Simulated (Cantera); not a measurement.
# Equilibrium for aluminium nitride and oxide growth: AlCl3 + O2 + N2

A closed system holds: 1 mol AlCl3, 10 mol O2, 160 mol N2, equilibrated at 8.00 mbar.

Method: chemical equilibrium by Gibbs-energy minimisation in Cantera with the NASA 1993 tables (ideal gas, pure condensed phases). Candidate condensed phases: Al, AlCl3, AlN, Al2O3; 24 gas species. Rates play no part.

| T (K) | log p N2 | log p O2 | log p Cl | log p Cl2 | log p NO | log p O | n Al2O3(s) |
|---|---|---|---|---|---|---|---|
| 1023 | -2.13 | -3.36 | -5.35 | -4.17 | -6.75 | -11.19 | 0.500 |
| 1098 | -2.13 | -3.36 | -4.93 | -4.19 | -6.43 | -10.31 | 0.500 |
| 1173 | -2.13 | -3.36 | -4.57 | -4.25 | -6.15 | -9.54 | 0.500 |
| 1248 | -2.13 | -3.37 | -4.29 | -4.35 | -5.91 | -8.86 | 0.500 |
| 1323 | -2.13 | -3.37 | -4.09 | -4.54 | -5.69 | -8.26 | 0.500 |
| 1398 | -2.13 | -3.37 | -3.96 | -4.82 | -5.50 | -7.72 | 0.500 |
| 1473 | -2.13 | -3.37 | -3.90 | -5.17 | -5.33 | -7.24 | 0.500 |
| 1548 | -2.13 | -3.37 | -3.87 | -5.55 | -5.17 | -6.80 | 0.500 |
| 1623 | -2.13 | -3.37 | -3.86 | -5.93 | -5.03 | -6.41 | 0.500 |
| 1698 | -2.13 | -3.37 | -3.86 | -6.28 | -4.90 | -6.05 | 0.500 |
| 1773 | -2.13 | -3.38 | -3.86 | -6.60 | -4.78 | -5.72 | 0.500 |
| 1848 | -2.13 | -3.38 | -3.86 | -6.90 | -4.68 | -5.41 | 0.500 |
log p: log10 of the partial pressure in bar; n: condensed amount in mol.

From 1023 K to 1848 K the condensed part is Al2O3(s).
